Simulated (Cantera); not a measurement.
Feed: 1 mol C₂H₆, 1.1 mol NH₃, 7.3 mol H₂.

Equilibrium computed with Cantera from the NASA thermochemical tables; the gas is ideal and each condensed phase is pure. Candidate condensed phases: C, C₆H₆, C₇H₈, C₈H₁₈; 92 gas species. The ideal-gas law is rough above about 30 bar. Rates play no part.

Q: What condenses at these points (T in K, P in Pa): (1800, 56); (2000, 1800); (1100, 10000000); (1200, 320); (2200, 320)?

A: 
```tsv
T (K)	P in Pa	condensed phases	C condensed (%)
1800	56	C	99.0
2000	1800	C	97.1
1100	10000000	gas only	0.0
1200	320	C	100.0
2200	320	C	93.2
```
